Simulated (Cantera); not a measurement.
Charge: 1 mol V2O3, 28 mol H2, 8.6 mol N2, at 1898.15 K and 78.0 Pa.

Method: chemical equilibrium by Gibbs-energy minimisation in Cantera with the NASA 1993 tables (ideal gas, pure condensed phases). Candidate condensed phases: H2O, V, VN, VO, V2O3, V2O4, V2O5; 28 gas species. Mutual solubility and eutectic melting of coexisting phases are not modelled. VO: taken at fixed stoichiometry. Condensed phases not in the tables: the oxides between V2O3 and V2O5 other than VO2. The numbers say what is thermodynamically allowed, not how fast it happens.

### Question
What is the equilibrium state?

### Answer
```
Quantity                               Result
----------------------------------  ---------
x(H2)                                   0.726
x(N2)                                   0.231
x(H)                                   0.0239
x(H2O)                                 0.0152
x(VO2)                                0.00322
x(VO)                                0.000471
x(OH)                                 4.09e-5
x(V)                                  5.60e-6
x(O)                                  1.01e-6
n(VO(s))                             1.23 mol
n(V2O3(s))                          0.314 mol
gas amount                          37.18 mol
log10 activity of V(s) (absent)         -2.02
log10 activity of V2O5(l) (absent)      -8.88
```
